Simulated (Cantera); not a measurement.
Gas mixture: 100 % N2O, at 230000 Pa, frozen composition.

Cantera's kinetic-theory transport with the Lennard-Jones parameters of GRI-Mech 3.0, ideal gas; thermal conductivity in the multicomponent form. The composition is frozen, though it would react at the higher temperatures.

D: mixture-averaged diffusion coefficient of that species in the mixture.

```tsv
T (K)	ρ (kg/m³)	cp (J/kg/K)	μ (µPa s)	λ (mW/m/K)	Pr	D (cm²/s) H2	D (cm²/s) O	D (cm²/s) OH
400	3.04	970.3	19.5	25.3	0.746	0.475	0.185	0.181
550	2.21	1073	25.5	36.7	0.745	0.818	0.323	0.316
700	1.74	1150	30.8	47.7	0.743	1.23	0.488	0.477
850	1.43	1210	35.6	58.1	0.741	1.70	0.679	0.664
1000	1.22	1255	___	___	0.740	___	___	___
1150	1.06	1285	44.1	76.8	0.738	2.81	1.13	1.10
1300	0.937	1311	___	___	0.737	___	___	___
```

Q: What belongs in the gaps?

A: 
- 1000, μ (µPa s): 40.0
- 1000, λ (mW/m/K): 67.9
- 1000, D (cm²/s) H2: 2.23
- 1000, D (cm²/s) O: 0.892
- 1000, D (cm²/s) OH: 0.873
- 1300, μ (µPa s): 48.0
- 1300, λ (mW/m/K): 85.5
- 1300, D (cm²/s) H2: 3.45
- 1300, D (cm²/s) O: 1.38
- 1300, D (cm²/s) OH: 1.35
